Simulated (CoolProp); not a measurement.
Vapour-liquid equilibrium of propylene (1) + R142b (2) at 8.14 bar; x and y are mole fractions of (1).

Values from CoolProp's multi-fluid Helmholtz-energy mixture model, Lemmon 2013 and Lemmon 2006; pair parameters Bell 2016.

| x | bubble temperature, mixture model (°C) | bubble temperature, Raoult's law (°C) | y, mixture model | y, Raoult's law |
|---|---|---|---|---|
| 0.05 | 53.1 | 53.2 | 0.121 | 0.135 |
| 0.15 | 45.9 | 46.4 | 0.326 | 0.350 |
| 0.25 | 39.5 | 40.5 | 0.485 | 0.512 |
| 0.35 | 33.9 | 35.2 | 0.607 | 0.635 |
| 0.45 | 29.1 | 30.5 | 0.701 | 0.730 |
| 0.55 | 25.0 | 26.3 | 0.775 | 0.806 |
| 0.65 | 21.5 | 22.5 | 0.836 | 0.866 |
| 0.75 | 18.3 | 19.0 | 0.887 | 0.914 |
| 0.85 | 15.5 | 15.9 | 0.934 | 0.953 |
| 0.95 | 12.9 | 13.0 | 0.978 | 0.986 |

The largest gap from Raoult's law is -1.4 K in bubble temperature, at x = 0.45. No azeotrope shows between x = 0.05 and 0.95.

Pair parameters are fitted to limited data, so mixtures are less certain than the pure fluids.
